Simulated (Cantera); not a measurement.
Cantera run:

```python
import numpy as np
import cantera as ct

gas_names = """
    B BH BH2 BH3 BN BO BO2 B2 B2O B2O2 B2O3 B3O3H3 H HBO HBO2 HNO HNO2 HNO3 HO2 H2 H2O H2O2 H3B3O6 N NH
    NH2 NH3 NH2OH NO NO2 NO3 N2 N2H2 N2H4 N2O O OH O2 O3
""".split()
cond_names = """
    B(b) B(L) BN(s) B2O3(L) B3O3H3(cr) H2O(s) H2O(L)
""".split()


# ... load() reads the species with a 1 bar reference pressure and builds the phases ...
atoms = {
    'B2O3': {'B': 2, 'O': 3},
    'H2O': {'H': 2, 'O': 1},
    'N2': {'N': 2},
    'O2': {'O': 2},
}
top_T = {'BN(s)': 3200}  # K; cautious upper limits of use, not melting points


# ... equilibrate(T, P, feed) seeds the gas with the atoms and calls Mixture.equilibrate('TP', solver="vcs", rtol=1e-11, max_steps=5000) ...
results = []
T = 2348  # K
P = 133.322  # Pa
for m in [2, 2.7, 3.7, 5.1, 7, 9.6, 13, 18, 25, 34, 47, 64, 88]:
    feed = {'B2O3': 1, 'H2O': 11, 'N2': m, 'O2': 0.83}  # mol
    mix = equilibrate(T, P, feed)
    results.append((T, P, feed, dict(zip(mix.species_names, mix.species_moles))))
    x = sorted(zip(gas.X, gas.species_names), reverse=True)
    print(f"T = {T:g} K  P = {P:g} Pa  n(N2) = {m:g} mol  gas = {mix.phase_moles(0):.4g} mol")
    print("   x: " + "  ".join(f"{s} {v:.3e}" for v, s in x if v > 0.001))
    print("   condensed (mol): " + ("  ".join(f"{mix.phase(i).name} {mix.phase_moles(i):.4g}"
          for i in range(1, mix.n_phases) if mix.phase_moles(i) > 1e-12) or "none"))
```

Output:

```
T = 2348 K  P = 133.322 Pa  n(N2) = 2 mol  gas = 18.11 mol
   x: H2O 3.766e-01  N2 1.085e-01  H 1.077e-01  H2 1.014e-01  HBO2 8.213e-02  O2 7.629e-02  OH 6.877e-02  O 4.939e-02  BO2 1.803e-02  BO 3.943e-03  NO 3.870e-03  B2O3 3.000e-03
   condensed (mol): none
T = 2348 K  P = 133.322 Pa  n(N2) = 2.7 mol  gas = 18.87 mol
   x: H2O 3.587e-01  N2 1.409e-01  H 1.061e-01  H2 9.842e-02  HBO2 7.849e-02  O2 7.346e-02  OH 6.649e-02  O 4.847e-02  BO2 1.749e-02  NO 4.327e-03  BO 3.897e-03  B2O3 2.876e-03
   condensed (mol): none
T = 2348 K  P = 133.322 Pa  n(N2) = 3.7 mol  gas = 19.96 mol
   x: H2O 3.358e-01  N2 1.829e-01  H 1.040e-01  H2 9.448e-02  HBO2 7.380e-02  O2 6.983e-02  OH 6.351e-02  O 4.725e-02  BO2 1.679e-02  NO 4.807e-03  BO 3.836e-03  B2O3 2.717e-03
   condensed (mol): none
T = 2348 K  P = 133.322 Pa  n(N2) = 5.1 mol  gas = 21.48 mol
   x: H2O 3.078e-01  N2 2.348e-01  H 1.012e-01  H2 8.952e-02  HBO2 6.807e-02  O2 6.536e-02  OH 5.981e-02  O 4.572e-02  BO2 1.591e-02  NO 5.268e-03  BO 3.757e-03  B2O3 2.522e-03
   condensed (mol): none
T = 2348 K  P = 133.322 Pa  n(N2) = 7 mol  gas = 23.54 mol
   x: N2 2.945e-01  H2O 2.761e-01  H 9.781e-02  H2 8.365e-02  HBO2 6.154e-02  O2 6.023e-02  OH 5.550e-02  O 4.388e-02  BO2 1.488e-02  NO 5.664e-03  BO 3.660e-03  B2O3 2.297e-03
   condensed (mol): none
T = 2348 K  P = 133.322 Pa  n(N2) = 9.6 mol  gas = 26.34 mol
   x: N2 3.615e-01  H2O 2.413e-01  H 9.376e-02  H2 7.686e-02  O2 5.448e-02  HBO2 5.432e-02  OH 5.060e-02  O 4.174e-02  BO2 1.370e-02  NO 5.968e-03  BO 3.544e-03  B2O3 2.048e-03
   condensed (mol): none
T = 2348 K  P = 133.322 Pa  n(N2) = 13 mol  gas = 29.99 mol
   x: N2 4.305e-01  H2O 2.063e-01  H 8.924e-02  H2 6.962e-02  O2 4.853e-02  HBO2 4.699e-02  OH 4.545e-02  O 3.939e-02  BO2 1.245e-02  NO 6.147e-03  BO 3.413e-03  B2O3 1.793e-03
   condensed (mol): none
T = 2348 K  P = 133.322 Pa  n(N2) = 18 mol  gas = 35.31 mol
   x: N2 5.066e-01  H2O 1.688e-01  H 8.374e-02  H2 6.131e-02  O2 4.194e-02  OH 3.965e-02  HBO2 3.909e-02  O 3.662e-02  BO2 1.104e-02  NO 6.199e-03  BO 3.255e-03  B2O3 1.516e-03
   condensed (mol): none
T = 2348 K  P = 133.322 Pa  n(N2) = 25 mol  gas = 42.73 mol
   x: N2 5.821e-01  H2O 1.332e-01  H 7.763e-02  H2 5.269e-02  O2 3.535e-02  OH 3.375e-02  O 3.362e-02  HBO2 3.146e-02  BO2 9.584e-03  NO 6.101e-03  BO 3.078e-03  B2O3 1.244e-03
   condensed (mol): none
T = 2348 K  P = 133.322 Pa  n(N2) = 34 mol  gas = 52.2 mol
   x: N2 6.484e-01  H2O 1.034e-01  H 7.155e-02  H2 4.476e-02  O 3.072e-02  O2 2.951e-02  OH 2.842e-02  HBO2 2.497e-02  BO2 8.253e-03  NO 5.883e-03  BO 2.901e-03  B2O3 1.010e-03
   condensed (mol): none
T = 2348 K  P = 133.322 Pa  n(N2) = 47 mol  gas = 65.79 mol
   x: N2 7.116e-01  H2O 7.666e-02  H 6.494e-02  H2 3.687e-02  O 2.765e-02  O2 2.390e-02  OH 2.321e-02  HBO2 1.903e-02  BO2 6.931e-03  NO 5.547e-03  BO 2.707e-03
   condensed (mol): none
T = 2348 K  P = 133.322 Pa  n(N2) = 64 mol  gas = 83.46 mol
   x: N2 7.643e-01  H 5.859e-02  H2O 5.590e-02  H2 3.001e-02  O 2.477e-02  O2 1.919e-02  OH 1.876e-02  HBO2 1.432e-02  BO2 5.779e-03  NO 5.150e-03  BO 2.519e-03
   condensed (mol): none
T = 2348 K  P = 133.322 Pa  n(N2) = 88 mol  gas = 108.3 mol
   x: N2 8.105e-01  H 5.212e-02  H2O 3.916e-02  H2 2.375e-02  O 2.192e-02  O2 1.503e-02  OH 1.477e-02  HBO2 1.040e-02  BO2 4.720e-03  NO 4.694e-03  BO 2.325e-03
   condensed (mol): none
```

Cantera equilibrium calculation (NASA polynomials, part measured and part estimated; ideal gas, pure solids and liquids).
